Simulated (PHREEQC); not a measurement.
0.047 g of hydrous ferric oxide (600 m²/g; 0.2 weak and 0.005 strong sites per Fe, Dzombak-Morel constants, diffuse double layer) in 1 kg of water with 0.1 mol/kgw of an inert sodium salt and 0.033 mmol/kgw Ag2SO4, at 25 °C; the pH is set by adding NaOH or the inert anion's acid. Oxygen alone is held at its pressure in air (log pO2 = -0.68). No CO2 enters from the air. Precipitation was switched off in this run.

Computed with PHREEQC (ion-association model, wateq4f.dat).

```tsv
pH	S sorbed (%)	Ag sorbed (%)	surface charge σ (C/m²)	surface potential ψ (mV)
4	59.5	0.0	0.209	125
4.75	47.6	0.0	0.177	116
5.5	26.7	0.5	0.131	101
6.25	7.8	2.2	0.085	80
7	1.0	3.8	0.044	52
7.75	0.1	5.6	0.013	17
8.5	0.0	12.3	-0.014	-19
9.25	0.0	33.3	-0.044	-51
10	0.0	62.9	-0.078	-77
```
